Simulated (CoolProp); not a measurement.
Nitrogen along the isotherm -94.55 °C: fugacity coefficient from the reference equation and from simpler models built on Tc = -147.0 °C, pc = 33.96 bar, ω = 0.037; each cubic takes its own stable root.

Values from CoolProp's reference Helmholtz-energy equation of state, Span 2000.

```
p (bar)          phase  reference  van der Waals  Redlich-Kwong  Soave-Redlich-Kwong  Peng-Robinson
-------  -------------  ---------  -------------  -------------  -------------------  -------------
18.9               gas     0.9405         0.9332         0.9365               0.9406         0.9272
37.7     supercritical     0.8851         0.8693         0.8783               0.8861         0.8623
56.6     supercritical     0.8337         0.8086         0.8250               0.8366         0.8045
75.5     supercritical     0.7872         0.7532         0.7779               0.7930         0.7546
94.3     supercritical     0.7468         0.7065         0.7379               0.7559         0.7128
113      supercritical     0.7128         0.6701         0.7050               0.7254         0.6784
132      supercritical     0.6848         0.6428         0.6783               0.7005         0.6502
151      supercritical     0.6627         0.6235         0.6574               0.6811         0.6277
170      supercritical     0.6456         0.6104         0.6413               0.6662         0.6098
```
